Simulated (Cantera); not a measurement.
A closed system holds: 1 mol CuO, 6.8 mol C, 0.57 mol CO, held at 1800 °C and 100000 Pa.

These are equilibrium values from Cantera (NASA tables, ideal gas, pure condensed phases), not measurements of a reactor. Candidate condensed phases: C, Cu, CuO, Cu₂O; 15 gas species. Equilibrium is a limit: real reactors are often held back by kinetics, nucleation or transport.

Base state: CO 0.992, Cu 0.00829, Cu₂ 4.35e-5, CO₂ 1.80e-5 (mole fractions); condensed: C(graphite) + Cu(l).

Problem. What changes in the equilibrium state with this change: temperature from 1800 °C to 627 °C?

Solution. 
| species | before | after |
|---|---|---|
| CO₂ | 1.80e-5 | 0.657 |
| CO | 0.992 | 0.343 |
| Cu | 0.00829 | <1e-9 |
| Cu₂ | 4.35e-5 | <1e-9 |
| C(graphite), mol | 5.80 | 6.42 |
| Cu(l), mol | 0.987 | 0 |
| Cu(s), mol | 0 | 1.00 |
